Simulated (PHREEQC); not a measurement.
A solution holds 3.8 mmol/kgw NaOH and 0.071 mmol/kgw HCl, at 25 °C. Closed to the air; pH follows from the charge balance.

All values are PHREEQC results (ion-association model, phreeqc.dat), not measurements.

Precipitation was switched off in this run.

Problem. Predict the pH.

Solution. pH 11.54.
